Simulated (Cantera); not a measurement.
Feed: 1 mol Si3N4, a varied amount of H2O, equilibrated at 577 °C and 0.0133 bar.

These are equilibrium values from Cantera (NASA tables, ideal gas, pure condensed phases), not measurements of a reactor. Candidate condensed phases: H2O, Si, SiO2, Si2N2O, Si3N4; 35 gas species. Kinetics and transport are ignored.

Q: Which condensed phases are stable at each of these points (n(H2O) (mol)): 1.4, 3.9, 6.4, 8.8, 11, 14, 16, 19?

A: 
| n(H2O) (mol) | condensed phases | Si condensed (%) |
|---|---|---|
| 1.4 | Si2N2O(s) + Si3N4(s) | 100.0 |
| 3.9 | SiO2(β-quartz) + Si2N2O(s) | 100.0 |
| 6.4 | SiO2(β-quartz) | 100.0 |
| 8.8 | SiO2(β-quartz) | 100.0 |
| 11 | SiO2(β-quartz) | 100.0 |
| 14 | SiO2(β-quartz) | 100.0 |
| 16 | SiO2(β-quartz) | 100.0 |
| 19 | SiO2(β-quartz) | 100.0 |

At 1.4 mol H2O the condensed part is Si2N2O(s) + Si3N4(s). At 3.9 mol H2O the condensed part is SiO2(β-quartz) + Si2N2O(s). From 6.4 mol H2O to 19 mol H2O the condensed part is SiO2(β-quartz).
